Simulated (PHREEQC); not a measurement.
A solution holds 0.22 mol HF, 0.00026 mol KF, 0.00092 mol (NH4)2SiF6 and 0.00054 mol H3PO4 per kg of water, at 25 °C. Closed to the air; pH follows from the charge balance.

The numbers come from PHREEQC with the ion-association model, phreeqc.dat.

Precipitation was switched off in this run.

Estimate the pH, ionic strength.

pH 1.81; ionic strength 0.0202 mol/kgw.

In which forms is P present?

H3PO4 66 %, H2PO4- 34 % of the P.

Species that the database lacks are ignored. SiF6-2 is the database's only silicon fluoride.
